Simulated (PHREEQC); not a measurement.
0.87 g of hydrous ferric oxide (600 m²/g; 0.2 weak and 0.005 strong sites per Fe, Dzombak-Morel constants, diffuse double layer) in 1 kg of water with 0.3 mol/kgw of an inert sodium salt and 0.00012 mol Na2HAsO4, at 25 °C; the pH is set by adding NaOH or the inert anion's acid. O2 is buffered at 0.21 atm. The system is closed to CO2. Precipitation was switched off in this run.

The series has 13 steps of pH, from 4 to 10.

Model: ion-association model, wateq4f.dat, run in PHREEQC.

Question: At which pH does the surface charge pass through zero?

Answer: Near pH 7.8.
